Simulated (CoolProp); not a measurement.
Propylene along the isobar 3.69 bar: density (kg/m³) from the reference equation and from simpler models built on Tc = 91.1 °C, pc = 45.55 bar, ω = 0.146; each cubic takes its own stable root.

Values from CoolProp's reference Helmholtz-energy equation of state, Lemmon 2013.

```csv
T (°C),phase,reference,van der Waals,Soave-Redlich-Kwong
-117.65,liquid,[?],431.5,643.6
-106.55,liquid,679.3,424.9,634.2
-95.45,liquid,666.7,[?],624.2
-84.35,liquid,654.1,411.0,613.7
-73.15,liquid,[?],403.4,[?]
-62.05,liquid,627.9,395.6,590.3
-50.95,liquid,614.5,9.151,[?]
-39.85,liquid,600.6,8.630,563.8
-28.75,liquid,586.2,8.170,549.1
-17.65,liquid,571.3,7.761,533.1
-6.45,gas,7.609,7.390,7.556
4.65,gas,[?],7.058,[?]
15.75,gas,6.880,6.756,6.860
26.85,gas,[?],6.481,6.563
```

### Question
Some entries are withheld; supply them.

### Answer

- -117.65, reference: 691.7
- -95.45, van der Waals: 418.1
- -73.15, reference: 641.1
- -73.15, Soave-Redlich-Kwong: 602.3
- -50.95, Soave-Redlich-Kwong: 577.5
- 4.65, reference: 7.221
- 4.65, Soave-Redlich-Kwong: 7.189
- 26.85, reference: 6.575

At some of these states van der Waals gives the other phase, because its saturation line lies elsewhere.
